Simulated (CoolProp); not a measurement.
Vapour-liquid equilibrium of R1234yf (1) + R152A (2) at 0.0677 bar; x and y are mole fractions of (1).

Computed with CoolProp (multi-fluid Helmholtz-energy mixture model, Lemmon 2022 and Outcalt 1996; pair parameters Bell 2023).

| x | bubble temperature (K) | y at the bubble point | dew temperature at overall composition x (K) | liquid density (mol/L) |
|---|---|---|---|---|
| 0.05 | 200.6 | 0.103 | 201.1 | 16.43 |
| 0.15 | 199.5 | 0.256 | 200.3 | 15.85 |
| 0.25 | 198.6 | 0.370 | 199.5 | 15.30 |
| 0.35 | 198.0 | 0.464 | 198.8 | 14.79 |
| 0.45 | 197.5 | 0.547 | 198.1 | 14.31 |
| 0.55 | 197.1 | 0.626 | 197.5 | 13.86 |
| 0.65 | 196.8 | 0.705 | 197.0 | 13.44 |
| 0.75 | 196.6 | 0.785 | 196.7 | 13.05 |
| 0.85 | 196.3 | 0.869 | 196.4 | 12.69 |
| 0.95 | 196.2 | 0.956 | 196.2 | 12.34 |

No azeotrope shows between x = 0.05 and 0.95.

Pair parameters are fitted to limited data, so mixtures are less certain than the pure fluids.
